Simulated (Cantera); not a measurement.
A freely propagating, adiabatic, planar premixed flame of H2 : O2 : N2 = 1 : 1 : 4.2 (molar parts), equivalence ratio 0.50, unburnt at 425 K and 14000 Pa; mixture-averaged transport, grid criteria slope 0.08 and curve 0.16, no radiation.

Detailed kinetics in Cantera: the H2/O2 subset of GRI-Mech 3.0, which has no nitrogen chemistry. Burning velocities carry a grid error of a few per cent, more on coarse grids. Lean hydrogen flames are cellular in practice and burn faster than this planar one.

What does this change do: inlet temperature 425 to 350 K?


```tsv
quantity	before	after
laminar burning velocity	132 cm/s	79.8 cm/s
thermal thickness	4.86 mm	4.52 mm
peak x(OH)	0.00528	0.00430
peak x(H)	0.0170	0.0123
peak x(HO2)	9.18e-5	0.000101
peak x(H2O2)	1.40e-5	2.59e-5
```

What does this change do: 0.31 parts H2O added?


| quantity | before | after |
|---|---|---|
| laminar burning velocity | 132 cm/s | 110 cm/s |
| thermal thickness | 4.86 mm | 4.58 mm |
| peak x(OH) | 0.00528 | 0.00459 |
| peak x(H) | 0.0170 | 0.0122 |
| peak x(HO2) | 9.18e-5 | 0.000105 |
| peak x(H2O2) | 1.40e-5 | 1.79e-5 |
